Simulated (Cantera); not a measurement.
Feed: 1 mol Si, 3.5 mol HCl, 4.6 mol H₂, equilibrated at 800 K and 0.100 bar.

These are equilibrium values from Cantera (NASA tables, ideal gas, pure condensed phases), not measurements of a reactor. Candidate condensed phases: Si; 19 gas species. The tables' values for SiCl₃ are old estimates; treat these amounts as uncertain. Kinetics and transport are ignored.

Base state: H₂ 0.868, SiCl₄ 0.0968, SiHCl₃ 0.0322, HCl 0.00236, SiH₂Cl₂ 0.000865, SiCl₃ 7.57e-5 (mole fractions); condensed: Si(s).

### Question
What changes in the equilibrium state with this change: temperature from 800 K to 1398.15 K?

### Answer
```csv
species,before,after
H₂,0.868,0.741
HCl,0.00236,0.137
SiCl₂,6.57e-6,0.0745
SiCl₄,0.0968,0.0204
SiCl₃,7.57e-5,0.0189
SiHCl₃,0.0322,0.00778
H,<1e-9,1.29e-5
SiH₂Cl₂,0.000865,0.000444
"Si(s), mol",0.0682,0.0476
```
